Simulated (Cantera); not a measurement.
**Gas-phase reforming**

An isothermal, constant-pressure homogeneous reactor starts with 41.5 % CH₄, 53.9 % CO₂, 4.56 % H₂, at 2200 K and 10.0 bar.

Computed with Cantera and GRI-Mech 3.0 (53 species, 325 reactions).

```tsv
t (s)	x CH₄	x CO₂	x H₂	x CH₂	x C₂H₄	x HO₂	x OH
4.00e-5	0.0373	0.184	0.249	1.44e-5	0.00147	3.56e-10	0.000100
0.000118	0.0152	0.0798	0.228	1.15e-5	0.000734	3.54e-10	0.000126
0.000348	0.0116	0.0489	0.287	6.17e-6	0.000530	1.40e-10	8.43e-5
0.00103	0.00758	0.0289	0.353	2.65e-6	0.000288	4.44e-11	4.90e-5
0.00303	0.00349	0.0173	0.400	9.00e-7	8.70e-5	1.54e-11	2.91e-5
0.00894	0.000635	0.0130	0.420	1.38e-7	5.16e-6	8.72e-12	2.19e-5
0.0264	1.23e-6	0.0126	0.422	2.58e-10	2.34e-10	8.27e-12	2.13e-5
0.0779	9.16e-7	0.0126	0.422	1.92e-10	4.73e-11	8.27e-12	2.13e-5
0.230	9.16e-7	0.0126	0.422	1.92e-10	4.73e-11	8.27e-12	2.13e-5
0.678	9.16e-7	0.0126	0.422	1.92e-10	4.73e-11	8.27e-12	2.13e-5
2.00	9.16e-7	0.0126	0.422	1.92e-10	4.73e-11	8.27e-12	2.13e-5
```
x: mole fraction; the columns are a selection and need not sum to one.

Equilibrium at this temperature and pressure: CH₄ 1.02e-6, CO₂ 0.0126, H₂ 0.422, CH₂ 2.14e-10, C₂H₄ 5.31e-11, HO₂ 8.27e-12, OH 2.13e-5 (gas phase only).
